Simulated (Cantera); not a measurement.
**Adiabatic ignition**

An adiabatic, constant-volume homogeneous reactor starts with 8.66 % CH₄, 0.268 % CO, 19.0 % O₂, 71.4 % N₂, 0.736 % H₂, equivalence ratio 0.94, at 1675 K and 0.280 bar.

Cantera simulation using GRI-Mech 3.0 (53 species, 325 reactions); the numbers are that mechanism's predictions, not measurements.

```json
[
 {"t (s)": "1.00e-6", "T (K)": "1675", "P (bar)": "0.280", "x CH₄": "0.0866", "x CO": "0.00268", "x O₂": "0.190", "x CH₂CO": "<1e-12", "x OH": "2.78e-8"},
 {"t (s)": "3.89e-6", "T (K)": "1675", "P (bar)": "0.280", "x CH₄": "0.0866", "x CO": "0.00268", "x O₂": "0.190", "x CH₂CO": "<1e-12", "x OH": "1.29e-7"},
 {"t (s)": "1.52e-5", "T (K)": "1675", "P (bar)": "0.280", "x CH₄": "0.0866", "x CO": "0.00268", "x O₂": "0.190", "x CH₂CO": "4.90e-12", "x OH": "2.19e-7"},
 {"t (s)": "5.90e-5", "T (K)": "1675", "P (bar)": "0.280", "x CH₄": "0.0866", "x CO": "0.00268", "x O₂": "0.190", "x CH₂CO": "9.67e-11", "x OH": "5.60e-7"},
 {"t (s)": "0.000230", "T (K)": "1675", "P (bar)": "0.280", "x CH₄": "0.0860", "x CO": "0.00269", "x O₂": "0.189", "x CH₂CO": "2.09e-8", "x OH": "3.86e-6"},
 {"t (s)": "0.000894", "T (K)": "2767", "P (bar)": "0.493", "x CH₄": "<1e-12", "x CO": "0.0478", "x O₂": "0.0350", "x CH₂CO": "<1e-12", "x OH": "0.0296"},
 {"t (s)": "0.00348", "T (K)": "2809", "P (bar)": "0.499", "x CH₄": "<1e-12", "x CO": "0.0473", "x O₂": "0.0307", "x CH₂CO": "<1e-12", "x OH": "0.0281"},
 {"t (s)": "0.0136", "T (K)": "2808", "P (bar)": "0.498", "x CH₄": "<1e-12", "x CO": "0.0474", "x O₂": "0.0301", "x CH₂CO": "<1e-12", "x OH": "0.0278"},
 {"t (s)": "0.0528", "T (K)": "2808", "P (bar)": "0.498", "x CH₄": "<1e-12", "x CO": "0.0474", "x O₂": "0.0301", "x CH₂CO": "<1e-12", "x OH": "0.0278"},
 {"t (s)": "0.205", "T (K)": "2808", "P (bar)": "0.498", "x CH₄": "<1e-12", "x CO": "0.0474", "x O₂": "0.0301", "x CH₂CO": "<1e-12", "x OH": "0.0278"},
 {"t (s)": "0.800", "T (K)": "2808", "P (bar)": "0.498", "x CH₄": "<1e-12", "x CO": "0.0474", "x O₂": "0.0301", "x CH₂CO": "<1e-12", "x OH": "0.0278"}
]
```
x: mole fraction; the columns are a selection and need not sum to one.

```yaml
time_of_steepest_temperature_rise: 0.609 ms
temperature at 0.800 s: 2808 K
equilibrium_temperature: 2808 K
x(CH₄) at 0.800 s: <1e-12 (gas-phase equilibrium <1e-12)
x(CO) at 0.800 s: 0.0474 (gas-phase equilibrium 0.0474)
x(O₂) at 0.800 s: 0.0301 (gas-phase equilibrium 0.0301)
```
